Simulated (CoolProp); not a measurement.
Vapour-liquid equilibrium of CH3F (R41) (1) + chloromethane (R40) (2) at -15.65 °C; x and y are mole fractions of (1).

Values from CoolProp's multi-fluid Helmholtz-energy mixture model, Lemmon 2006 and Thol 2014; pair parameters Bell 2016.

```tsv
x	bubble pressure (kPa)	y at the bubble point	dew pressure at overall composition x (kPa)	liquid density (mol/L)
0.05	205.0	0.321	150.7	19.72
0.2	388.1	0.680	176.6	20.11
0.35	565.0	0.809	213.2	20.47
0.5	733.5	0.877	268.5	20.80
0.65	896.2	0.922	361.5	21.08
0.8	1060	0.957	547.8	21.28
0.95	1237	0.989	1025	21.40
```

No azeotrope shows between x = 0.05 and 0.95.

Pair parameters are fitted to limited data, so mixtures are less certain than the pure fluids. The gap from Raoult's law changes sign with composition, which may be real or a fault of the pair parameters; it wasn't checked against measurements.
